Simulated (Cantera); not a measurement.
What does this Cantera script print?

```python
import numpy as np
import cantera as ct

gas_names = """
    Cr CrO CrO2 CrO3 H HO2 H2 H2O H2O2 O OH O2 O3
""".split()
cond_names = """
    Cr(cr) Cr(L) Cr2O3(s) Cr2O3(L) H2O(s) H2O(L)
""".split()


# ... load() reads the species with a 1 bar reference pressure and builds the phases ...
atoms = {
    'Cr2O3': {'Cr': 2, 'O': 3},
    'H2': {'H': 2},
    'H2O': {'H': 2, 'O': 1},
}
top_T = {}  # K; cautious upper limits of use, not melting points


# ... equilibrate(T, P, feed) seeds the gas with the atoms and calls Mixture.equilibrate('TP', solver="vcs", rtol=1e-11, max_steps=5000) ...
results = []
P = 2200  # Pa
for T in [950, 1000, 1050, 1100, 1150, 1200, 1250, 1300, 1350, 1400, 1450, 1500, 1550]:
    for m in [17, 31, 55, 97, 170, 310, 540, 960]:
        feed = {'Cr2O3': 1, 'H2': m, 'H2O': 0.13}  # mol
        mix = equilibrate(T, P, feed)
        results.append((T, P, feed, dict(zip(mix.species_names, mix.species_moles))))

for T, P, feed, n in results:
    print(f"{T:7g} {feed['H2']:10.4g}  " + (" + ".join(c for c in cond_names if n.get(c, 0) > 1e-12) or "gas only"))
```

It prints:

```
    950         17  Cr2O3(s)
    950         31  Cr2O3(s)
    950         55  Cr2O3(s)
    950         97  Cr2O3(s)
    950        170  Cr2O3(s)
    950        310  Cr2O3(s)
    950        540  Cr2O3(s)
    950        960  Cr2O3(s)
   1000         17  Cr2O3(s)
   1000         31  Cr2O3(s)
   1000         55  Cr2O3(s)
   1000         97  Cr2O3(s)
   1000        170  Cr2O3(s)
   1000        310  Cr2O3(s)
   1000        540  Cr2O3(s)
   1000        960  Cr2O3(s)
   1050         17  Cr2O3(s)
   1050         31  Cr2O3(s)
   1050         55  Cr2O3(s)
   1050         97  Cr2O3(s)
   1050        170  Cr2O3(s)
   1050        310  Cr2O3(s)
   1050        540  Cr2O3(s)
   1050        960  Cr2O3(s)
   1100         17  Cr2O3(s)
   1100         31  Cr2O3(s)
   1100         55  Cr2O3(s)
   1100         97  Cr2O3(s)
   1100        170  Cr2O3(s)
   1100        310  Cr2O3(s)
   1100        540  Cr2O3(s)
   1100        960  Cr2O3(s)
   1150         17  Cr2O3(s)
   1150         31  Cr2O3(s)
   1150         55  Cr2O3(s)
   1150         97  Cr2O3(s)
   1150        170  Cr2O3(s)
   1150        310  Cr2O3(s)
   1150        540  Cr2O3(s)
   1150        960  Cr2O3(s)
   1200         17  Cr2O3(s)
   1200         31  Cr2O3(s)
   1200         55  Cr2O3(s)
   1200         97  Cr2O3(s)
   1200        170  Cr2O3(s)
   1200        310  Cr2O3(s)
   1200        540  Cr2O3(s)
   1200        960  Cr2O3(s)
   1250         17  Cr2O3(s)
   1250         31  Cr2O3(s)
   1250         55  Cr2O3(s)
   1250         97  Cr2O3(s)
   1250        170  Cr2O3(s)
   1250        310  Cr2O3(s)
   1250        540  Cr2O3(s)
   1250        960  Cr(cr) + Cr2O3(s)
   1300         17  Cr2O3(s)
   1300         31  Cr2O3(s)
   1300         55  Cr2O3(s)
   1300         97  Cr2O3(s)
   1300        170  Cr2O3(s)
   1300        310  Cr2O3(s)
   1300        540  Cr(cr) + Cr2O3(s)
   1300        960  Cr(cr) + Cr2O3(s)
   1350         17  Cr2O3(s)
   1350         31  Cr2O3(s)
   1350         55  Cr2O3(s)
   1350         97  Cr2O3(s)
   1350        170  Cr2O3(s)
   1350        310  Cr2O3(s)
   1350        540  Cr(cr) + Cr2O3(s)
   1350        960  Cr(cr) + Cr2O3(s)
   1400         17  Cr2O3(s)
   1400         31  Cr2O3(s)
   1400         55  Cr2O3(s)
   1400         97  Cr2O3(s)
   1400        170  Cr2O3(s)
   1400        310  Cr(cr) + Cr2O3(s)
   1400        540  Cr(cr) + Cr2O3(s)
   1400        960  Cr(cr) + Cr2O3(s)
   1450         17  Cr2O3(s)
   1450         31  Cr2O3(s)
   1450         55  Cr2O3(s)
   1450         97  Cr2O3(s)
   1450        170  Cr(cr) + Cr2O3(s)
   1450        310  Cr(cr) + Cr2O3(s)
   1450        540  Cr(cr) + Cr2O3(s)
   1450        960  Cr(cr) + Cr2O3(s)
   1500         17  Cr2O3(s)
   1500         31  Cr2O3(s)
   1500         55  Cr2O3(s)
   1500         97  Cr2O3(s)
   1500        170  Cr(cr) + Cr2O3(s)
   1500        310  Cr(cr) + Cr2O3(s)
   1500        540  Cr(cr) + Cr2O3(s)
   1500        960  Cr(cr) + Cr2O3(s)
   1550         17  Cr2O3(s)
   1550         31  Cr2O3(s)
   1550         55  Cr2O3(s)
   1550         97  Cr(cr) + Cr2O3(s)
   1550        170  Cr(cr) + Cr2O3(s)
   1550        310  Cr(cr) + Cr2O3(s)
   1550        540  Cr(cr) + Cr2O3(s)
   1550        960  Cr(cr) + Cr2O3(s)
```

These are equilibrium values from Cantera (NASA tables, ideal gas, pure condensed phases), not measurements of a reactor. Mutual solubility and eutectic melting of coexisting phases are not modelled.
